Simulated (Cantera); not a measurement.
A perfectly stirred reactor is fed with H2 : O2 = 0.44 : 1 (molar parts), equivalence ratio 0.22, at 0.0267 bar; it is held at 1200 K, and followed from long to short residence time.

Model: the H2/O2 subset of GRI-Mech 3.0, which has no nitrogen chemistry, integrated in Cantera. Radical loss at walls, strong at low pressure, is not modelled. The temperature is held fixed by assumption; the heat of reaction is taken as removed at once.

x: mole fraction; the columns are a selection and need not sum to one.

```tsv
τ (s)	x H2	x O2	x HO2	x H2O	x H
15	0.000105	0.639	2.31e-6	0.360	1.23e-5
3.3	0.000285	0.639	5.14e-6	0.360	5.64e-5
0.77	0.000735	0.638	9.73e-6	0.358	0.000243
0.18	(withheld)	0.635	(withheld)	0.355	(withheld)
0.040	0.00470	0.630	2.14e-5	0.347	0.00454
0.0093	0.0111	0.617	2.44e-5	0.325	0.0178
0.0021	0.0244	0.591	2.30e-5	0.274	0.0558
0.00049	0.0506	0.576	1.94e-5	0.209	0.0960
0.00011	(withheld)	0.607	(withheld)	(withheld)	(withheld)
```

**Question.** Complete the blanks.

**Answer.** 
- 0.18, x H2: 0.00186
- 0.18, x HO2: 1.57e-5
- 0.18, x H: 0.00104
- 0.00011, x H2: 0.129
- 0.00011, x HO2: 1.53e-5
- 0.00011, x H2O: 0.129
- 0.00011, x H: 0.0832
